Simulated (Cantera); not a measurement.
# Pyrogenic steam for wet oxidation

An isothermal, constant-pressure homogeneous reactor starts with 13.7 % H2, 7.19 % O2, 79.1 % N2, equivalence ratio 0.95, at 825 K and 0.340 bar.

Detailed kinetics in Cantera: the H2/O2 subset of GRI-Mech 3.0, which has no nitrogen chemistry. Below about 950 K walls govern HO2 and H2O2 in real vessels. The temperature is held fixed by assumption; the heat of reaction is taken as removed at once.

```json
[
 {"t (s)": "7.00e-5", "x H2": "0.137", "x O2": "0.0719", "x HO2": "<1e-12", "x H": "<1e-12", "x H2O": "<1e-12", "x H2O2": "<1e-12", "x O": "<1e-12"},
 {"t (s)": "0.000190", "x H2": "0.137", "x O2": "0.0719", "x HO2": "2.39e-12", "x H": "<1e-12", "x H2O": "<1e-12", "x H2O2": "<1e-12", "x O": "<1e-12"},
 {"t (s)": "0.000513", "x H2": "0.137", "x O2": "0.0719", "x HO2": "8.80e-12", "x H": "1.27e-12", "x H2O": "2.71e-12", "x H2O2": "<1e-12", "x O": "<1e-12"},
 {"t (s)": "0.00139", "x H2": "0.137", "x O2": "0.0719", "x HO2": "2.91e-11", "x H": "1.42e-12", "x H2O": "1.04e-11", "x H2O2": "<1e-12", "x O": "<1e-12"},
 {"t (s)": "0.00377", "x H2": "0.137", "x O2": "0.0719", "x HO2": "8.54e-11", "x H": "1.46e-12", "x H2O": "3.23e-11", "x H2O2": "<1e-12", "x O": "<1e-12"},
 {"t (s)": "0.0102", "x H2": "0.137", "x O2": "0.0719", "x HO2": "2.40e-10", "x H": "1.54e-12", "x H2O": "9.40e-11", "x H2O2": "3.29e-12", "x O": "<1e-12"},
 {"t (s)": "0.0276", "x H2": "0.137", "x O2": "0.0719", "x HO2": "6.78e-10", "x H": "1.78e-12", "x H2O": "2.79e-10", "x H2O2": "2.51e-11", "x O": "<1e-12"},
 {"t (s)": "0.0748", "x H2": "0.137", "x O2": "0.0719", "x HO2": "2.01e-9", "x H": "2.51e-12", "x H2O": "9.26e-10", "x H2O2": "1.95e-10", "x O": "<1e-12"},
 {"t (s)": "0.203", "x H2": "0.137", "x O2": "0.0719", "x HO2": "7.06e-9", "x H": "5.43e-12", "x H2O": "4.14e-9", "x H2O2": "1.68e-9", "x O": "<1e-12"},
 {"t (s)": "0.549", "x H2": "0.137", "x O2": "0.0719", "x HO2": "4.47e-8", "x H": "2.85e-11", "x H2O": "3.82e-8", "x H2O2": "2.17e-8", "x O": "2.12e-12"},
 {"t (s)": "1.49", "x H2": "0.137", "x O2": "0.0719", "x HO2": "7.46e-7", "x H": "5.82e-10", "x H2O": "1.67e-6", "x H2O2": "1.15e-6", "x O": "4.32e-11"},
 {"t (s)": "4.03", "x H2": "0.137", "x O2": "0.0719", "x HO2": "3.34e-6", "x H": "7.84e-9", "x H2O": "9.47e-5", "x H2O2": "3.65e-5", "x O": "5.83e-10"},
 {"t (s)": "10.9", "x H2": "0.133", "x O2": "0.0698", "x HO2": "8.34e-6", "x H": "5.23e-8", "x H2O": "0.00407", "x H2O2": "0.000291", "x O": "3.86e-9"},
 {"t (s)": "29.5", "x H2": "0.117", "x O2": "0.0619", "x HO2": "7.81e-6", "x H": "4.33e-8", "x H2O": "0.0212", "x H2O2": "0.000286", "x O": "3.21e-9"},
 {"t (s)": "80.0", "x H2": "0.0867", "x O2": "0.0469", "x HO2": "6.49e-6", "x H": "3.05e-8", "x H2O": "0.0535", "x H2O2": "0.000213", "x O": "2.31e-9"}
]
```
x: mole fraction; the columns are a selection and need not sum to one.

Equilibrium at this temperature and pressure: H2 <1e-12, O2 0.00386, HO2 1.45e-12, H <1e-12, H2O 0.147, H2O2 <1e-12, O <1e-12 (gas phase only).
